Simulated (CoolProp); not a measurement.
Saturation properties of cyclopropane.

Values from CoolProp's reference Helmholtz-energy equation of state, Polt 1992. This equation is an older, rougher fit; its heat capacities, sound speeds and derivatives of the liquid may be far off and weren't checked against measurements.

```json
[
 {"T (K)": "297.3", "p (kPa)": "708.1", "vapour density (kg/m³)": "13.84", "enthalpy of vaporisation (kJ/kg)": "403.9", "surface tension (mN/m)": "11.2"},
 {"T (K)": "302.3", "p (kPa)": "809.1", "vapour density (kg/m³)": "15.76", "enthalpy of vaporisation (kJ/kg)": "396.1", "surface tension (mN/m)": "10.5"},
 {"T (K)": "307.2", "p (kPa)": "918.0", "vapour density (kg/m³)": "17.85", "enthalpy of vaporisation (kJ/kg)": "388.5", "surface tension (mN/m)": "9.80"},
 {"T (K)": "312.2", "p (kPa)": "1040", "vapour density (kg/m³)": "20.21", "enthalpy of vaporisation (kJ/kg)": "380.4", "surface tension (mN/m)": "9.10"},
 {"T (K)": "317.2", "p (kPa)": "1173", "vapour density (kg/m³)": "22.81", "enthalpy of vaporisation (kJ/kg)": "372.1", "surface tension (mN/m)": "8.41"},
 {"T (K)": "322.2", "p (kPa)": "1318", "vapour density (kg/m³)": "25.69", "enthalpy of vaporisation (kJ/kg)": "363.4", "surface tension (mN/m)": "7.74"},
 {"T (K)": "327.1", "p (kPa)": "1473", "vapour density (kg/m³)": "28.81", "enthalpy of vaporisation (kJ/kg)": "354.5", "surface tension (mN/m)": "7.09"},
 {"T (K)": "332.1", "p (kPa)": "1644", "vapour density (kg/m³)": "32.34", "enthalpy of vaporisation (kJ/kg)": "345.0", "surface tension (mN/m)": "6.44"},
 {"T (K)": "337.1", "p (kPa)": "1830", "vapour density (kg/m³)": "36.24", "enthalpy of vaporisation (kJ/kg)": "334.9", "surface tension (mN/m)": "5.81"},
 {"T (K)": "342.1", "p (kPa)": "2030", "vapour density (kg/m³)": "40.57", "enthalpy of vaporisation (kJ/kg)": "324.2", "surface tension (mN/m)": "5.20"},
 {"T (K)": "347", "p (kPa)": "2241", "vapour density (kg/m³)": "45.30", "enthalpy of vaporisation (kJ/kg)": "313.1", "surface tension (mN/m)": "4.61"},
 {"T (K)": "352", "p (kPa)": "2473", "vapour density (kg/m³)": "50.69", "enthalpy of vaporisation (kJ/kg)": "301.0", "surface tension (mN/m)": "4.03"},
 {"T (K)": "357", "p (kPa)": "2722", "vapour density (kg/m³)": "56.74", "enthalpy of vaporisation (kJ/kg)": "287.9", "surface tension (mN/m)": "3.47"}
]
```

Surface tension comes from a separate correlation (Mulero 2014).
